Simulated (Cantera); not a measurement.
A perfectly stirred reactor is fed with C2H6 : H2 = 1 : 7.5 (molar parts), at 0.132 atm; it is held at 1725 K, and followed from long to short residence time.

Computed with Cantera and GRI-Mech 3.0 (53 species, 325 reactions). GRI-Mech 3.0 stops at C3 and has no aromatics, soot or wall deposition, so with more carbon than oxygen in the feed, carbon stays in small species such as C2H2 where larger ones or solid carbon would form.

Q: Predict: x(C2H6) at τ = 1.70 s; x(H2) at τ = 1.70 s; x(CH2) at τ = 1.70 s; x(H) at τ = 1.70 s; x(C2H) at τ = 1.70 s; x(C2H6) at τ = 96.0 ms; x(H2) at τ = 96.0 ms; x(CH2) at τ = 96.0 ms; x(H) at τ = 96.0 ms; x(C2H) at τ = 96.0 ms.

A: 
```
Property                  Result
----------------------  --------
x(C2H6) at τ = 1.70 s    5.85e-6
x(H2) at τ = 1.70 s        0.894
x(CH2) at τ = 1.70 s     1.22e-7
x(H) at τ = 1.70 s      0.000526
x(C2H) at τ = 1.70 s     3.24e-7
x(C2H6) at τ = 96.0 ms   7.89e-5
x(H2) at τ = 96.0 ms       0.878
x(CH2) at τ = 96.0 ms    5.12e-7
x(H) at τ = 96.0 ms     0.000709
x(C2H) at τ = 96.0 ms    3.87e-7
```
